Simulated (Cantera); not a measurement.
Input: 1 mol Si, 1 mol NF₃, 99 mol N₂, equilibrated at 1000 K and 710 Pa.

These are equilibrium values from Cantera (NASA tables, ideal gas, pure condensed phases), not measurements of a reactor. Candidate condensed phases: Si, Si₃N₄; 16 gas species. Kinetics and transport are ignored.

Base state: N₂ 0.993, SiF₄ 0.00749 (mole fractions); condensed: Si₃N₄(s).

Task: What changes in the equilibrium state with this change: NF₃ from 1 to 6.9 mol?

Result: 
```json
[
 {"species": "N₂", "before": "0.993", "after": "0.862"},
 {"species": "F", "before": "<1e-9", "after": "0.119"},
 {"species": "F₂", "before": "<1e-9", "after": "0.0105"},
 {"species": "SiF₄", "before": "0.00749", "after": "0.00841"},
 {"species": "Si₃N₄(s), mol", "before": "0.0833", "after": "0"}
]
```

Task: What changes in the equilibrium state with this change: NF₃ from 1 to 0.51 mol?

Result: 
```json
[
 {"species": "N₂", "before": "0.993", "after": "0.996"},
 {"species": "SiF₄", "before": "0.00749", "after": "0.00385"},
 {"species": "Si₃N₄(s), mol", "before": "0.0833", "after": "0.206"}
]
```
